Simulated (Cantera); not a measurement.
# Premixed flame

A freely propagating, adiabatic, planar premixed flame of CH₄ : O₂ : N₂ = 1 : 3.03 : 10 (molar parts), unburnt at 675 K and 0.520 bar; mixture-averaged transport, grid criteria slope 0.08 and curve 0.16, no radiation.

Cantera simulation using GRI-Mech 3.0 (53 species, 325 reactions); the numbers are that mechanism's predictions, not measurements. Burning velocities carry a grid error of a few per cent, more on coarse grids.

```
z (mm)  T (K)  u (m/s)     x CH₄    x O₂     x NO    x N₂O       x H      x OH
------  -----  -------  --------  ------  -------  -------  --------  --------
-1.77     675     1.62    0.0712   0.216    <1e-8    <1e-8     <1e-8     <1e-8
-1.18     676     1.62    0.0711   0.216    <1e-8    <1e-8     <1e-8     <1e-8
-0.887    681     1.64    0.0706   0.215    <1e-8    <1e-8   1.52e-7   9.45e-8
-0.591    712     1.72    0.0683   0.212  2.19e-8    <1e-8   5.04e-6   2.86e-6
-0.296    961     2.34    0.0522   0.192  2.55e-7    <1e-8  0.000188   7.46e-5
-0.148   1281     3.15    0.0306   0.160  7.02e-7  1.62e-8  0.000867  0.000562
0        1615     3.99   0.00864   0.120  1.61e-6  4.31e-8   0.00272   0.00301
0.148    1762     4.36  0.000923  0.0955  2.83e-6  8.33e-8   0.00474   0.00679
0.296    1805     4.46   5.52e-5  0.0860  3.90e-6  1.16e-7   0.00580   0.00870
0.591    1853     4.55   2.26e-7  0.0801  5.71e-6  1.41e-7   0.00608   0.00982
1.18     1918     4.69     <1e-8  0.0769  8.96e-6  1.54e-7   0.00496    0.0102
2.37     1993     4.85     <1e-8  0.0751  1.47e-5  1.79e-7   0.00300   0.00962
4.73     2063     4.99     <1e-8  0.0740  2.45e-5  2.17e-7   0.00141   0.00824
```
x: mole fraction of selected species; z is measured from the peak of heat release.

```yaml
laminar_burning_velocity: 162 cm/s
thermal_thickness: 0.591 mm
peak x(H): 0.00615
peak x(OH): 0.0102
grid_points: 141
```
